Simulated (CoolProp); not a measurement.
Ethylene along the isobar 289 bar: Z from the reference equation and from simpler models built on Tc = 282.4 K, pc = 50.42 bar, ω = 0.087; each cubic takes its own stable root.

Values from CoolProp's reference Helmholtz-energy equation of state, Smukala 2000.

```
T (K)          phase  reference  van der Waals  Soave-Redlich-Kwong  Peng-Robinson
-----  -------------  ---------  -------------  -------------------  -------------
223.9         liquid     0.8254          1.164               0.8451         0.7540
239.5         liquid     0.8009          1.115               0.8213         0.7334
255.2         liquid     0.7823          1.073               0.8043         0.7194
270.8         liquid     0.7693          1.038               0.7937         0.7115
286.5  supercritical     0.7613          1.008               0.7890         0.7092
302.1  supercritical     0.7583         0.9840               0.7898         0.7124
317.8  supercritical     0.7601         0.9641               0.7958         0.7208
333.4  supercritical     0.7665         0.9482               0.8064         0.7336
```
